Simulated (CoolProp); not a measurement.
A closed Brayton cycle with dry air: compressor inlet 332.15 K and 0.17 MPa, high pressure 0.318 MPa, turbine inlet 810 K, compressor efficiency 0.8, turbine efficiency 0.85, recuperator effectiveness 0.9 (on enthalpy, no pinch check). Each further row changes one setting.

Model: reference Helmholtz-energy equation of state, Lemmon 2000, in CoolProp. It is a pseudo-pure fit of the blend.

```tsv
case	thermal efficiency (%)	net work (kJ/kg)	compressor to turbine work	compressor exit (K)	turbine exit (K)
as stated	22.4	32.5	0.72	413.1	705.2
turbine inlet 760 K	19.1	25.3	0.76	413.1	660.7
compressor inlet 342.15 K	20.9	[?]	[?]	425.4	705.2
high pressure 0.27 MPa	22.3	27.2	0.68	390.6	[?]
recuperator effectiveness 0.5	12.2	32.5	0.72	413.1	705.2
```

### Question
Fill in the missing entries.

### Answer

- compressor inlet 342.15 K, net work (kJ/kg): 30.0
- compressor inlet 342.15 K, compressor to turbine work: 0.74
- high pressure 0.27 MPa, turbine exit (K): 731.1
